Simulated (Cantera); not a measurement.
A perfectly stirred reactor is fed with CH₄ : C₂H₆ : C₃H₈ : O₂ : N₂ = 1 : 0.17 : 0.038 : 6.96 : 26.2 (molar parts), equivalence ratio 0.40, at 1.01 bar; it is adiabatic with a 673 K inlet, and is followed from long to short residence time, starting on the burning branch (τ in s: 0.15, 0.055, 0.02, 0.0074, 0.0027, 0.00098, 0.00036, 0.00013, 4.8e-05).

Detailed kinetics in Cantera: GRI-Mech 3.0 (53 species, 325 reactions).

One state of this run: T (K) = 1572; x CH₄ = 6.31e-5; x C₂H₆ = 2.79e-6; x C₃H₈ = 6.48e-7; x OH = 0.00123; x H₂ = 0.000197. x: mole fraction; the columns are a selection and need not sum to one.

**Question.** Which value of τ (s) does it belong to?
A) 0.15
B) 4.8e-5
C) 0.0027
D) 0.0074

**Answer.** D, 0.0074
